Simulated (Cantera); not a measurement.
Charge: 1 mol SiCl4, 0.068 mol Cl2, a varied amount of N2, at 1475 K and 7.50 Torr.

These are equilibrium values from Cantera (NASA tables, ideal gas, pure condensed phases), not measurements of a reactor. Candidate condensed phases: Si, Si3N4; 13 gas species. The tables' values for SiCl3 are old estimates; treat these amounts as uncertain. Rates play no part.

x: gas mole fraction; nothing condenses.

```tsv
n(N2) (mol)	x N2	x SiCl4	x Cl	x Cl2
4.7	0.806	0.171	0.0207	?
7.4	0.867	0.116	0.0149	?
12	0.913	0.0753	0.0103	?
18	0.940	0.0515	0.00744	?
29	0.962	0.0324	0.00507	?
45	0.975	0.0210	0.00358	?
71	0.984	0.0132	0.00254	?
110	0.989	0.00842	0.00186	?
180	0.993	0.00502	0.00134	?
280	0.995	0.00312	0.00102	?
```

Problem. Fill in the missing entries.

Solution. 
- 4.7, x Cl2: 0.00177
- 7.4, x Cl2: 0.000922
- 12, x Cl2: 0.000437
- 18, x Cl2: 0.000229
- 29, x Cl2: 0.000106
- 45, x Cl2: 5.29e-5
- 71, x Cl2: 2.65e-5
- 110, x Cl2: 1.42e-5
- 180, x Cl2: 7.41e-6
- 280, x Cl2: 4.31e-6
